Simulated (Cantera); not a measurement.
A perfectly stirred reactor is fed with NH3 : H2 = 1 : 0.12 (molar parts), at 0.415 atm; it is held at 1675 K, and followed from long to short residence time.

Model: the gas-phase N/H chemistry of the illustrative SiF4/NH3 mechanism in the Surface Chemkin manual (1991), integrated in Cantera. Walls and surfaces, which speed up NH3 decomposition in real reactors, are not modelled.

x: mole fraction; the columns are a selection and need not sum to one.

| τ (s) | x NH3 | x H2 | x H | x N | x N2H4 | x NH |
|---|---|---|---|---|---|---|
| 20 | 0.181 | 0.631 | 8.04e-5 | 1.98e-8 | 1.54e-8 | 4.51e-7 |
| 2.7 | 0.517 | 0.383 | 3.62e-5 | 2.10e-8 | 6.91e-8 | 6.86e-7 |
| 0.38 | ___ | ___ | ___ | ___ | ___ | 7.45e-7 |
| 0.052 | 0.879 | 0.117 | 9.21e-6 | 1.46e-8 | 1.39e-7 | 7.22e-7 |
| 0.0073 | 0.891 | 0.108 | 7.89e-6 | 1.16e-8 | 1.21e-7 | 6.24e-7 |
| 0.0010 | 0.893 | 0.107 | ___ | ___ | ___ | ___ |
| 0.00014 | 0.893 | 0.107 | 7.41e-7 | 1.33e-11 | 1.05e-9 | 6.11e-9 |

**Question.** What belongs in the gaps?

**Answer.** 
- 0.38, x NH3: 0.804
- 0.38, x H2: 0.173
- 0.38, x H: 1.41e-5
- 0.38, x N: 1.73e-8
- 0.38, x N2H4: 1.25e-7
- 0.0010, x H: 4.33e-6
- 0.0010, x N: 2.37e-9
- 0.0010, x N2H4: 3.74e-8
- 0.0010, x NH: 2.04e-7
